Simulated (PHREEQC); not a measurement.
Dissolve 0.0033 mol LiOH, 4.8e-05 mol Na2SiO3 and 0.0051 mol K2CO3 per kg of water at 20 °C. Closed to the air; pH follows from the charge balance.

Computed with PHREEQC (ion-association model, phreeqc.dat).

This is a speciation only: nothing precipitates in the calculation.

Predict the pH.

pH 11.65.

In which forms is Si present?

H3SiO4- 95 %, H2SiO4-2 3.0 %, H4SiO4 1.5 % of the Si.
